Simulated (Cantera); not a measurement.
A freely propagating, adiabatic, planar premixed flame of H2 : O2 : N2 = 1 : 0.208 : 1 (molar parts), equivalence ratio 2.4, unburnt at 425 K and 0.310 bar; mixture-averaged transport, grid criteria slope 0.08 and curve 0.16, no radiation.

Cantera simulation using the H2/O2 subset of GRI-Mech 3.0, which has no nitrogen chemistry; the numbers are that mechanism's predictions, not measurements. Burning velocities carry a grid error of a few per cent, more on coarse grids.

x: mole fraction of selected species; z is measured from the peak of heat release.

```tsv
z (mm)	T (K)	u (m/s)	x H2	x O2	x H2O	x HO2	x OH	x H
-5.84	425	3.53	0.453	0.0942	<1e-8	<1e-8	<1e-8	<1e-8
-3.89	425	3.53	0.453	0.0942	<1e-8	<1e-8	<1e-8	<1e-8
-2.92	425	3.53	0.453	0.0942	<1e-8	<1e-8	<1e-8	<1e-8
-1.95	425	3.53	0.453	0.0942	6.76e-8	1.23e-7	<1e-8	<1e-8
-0.973	451	3.73	0.449	0.0942	0.00103	0.000137	[?]	0.000158
-0.486	684	5.53	0.419	0.0873	0.0206	6.37e-5	[?]	0.00740
0	1035	8.17	0.337	0.0577	0.0864	2.29e-5	[?]	0.0411
0.486	1264	9.92	0.261	0.0138	0.171	5.12e-6	[?]	0.0724
0.973	1356	10.6	0.246	0.00188	0.195	6.56e-7	[?]	0.0752
1.95	1442	11.2	0.250	0.000149	0.199	4.93e-8	0.00123	0.0660
3.89	1533	11.9	0.258	8.37e-5	0.201	2.69e-8	0.00132	0.0533
7.78	1624	12.5	0.266	5.49e-5	0.202	1.77e-8	0.00128	0.0401
15.6	1705	13.0	0.274	3.02e-5	0.204	1.04e-8	[?]	0.0281
```

**Question.** Some entries are withheld; supply them.

**Answer.** 
- -0.973, x OH: 6.68e-5
- -0.486, x OH: 0.000357
- 0, x OH: 0.000786
- 0.486, x OH: 0.00126
- 0.973, x OH: 0.00112
- 15.6, x OH: 0.00109
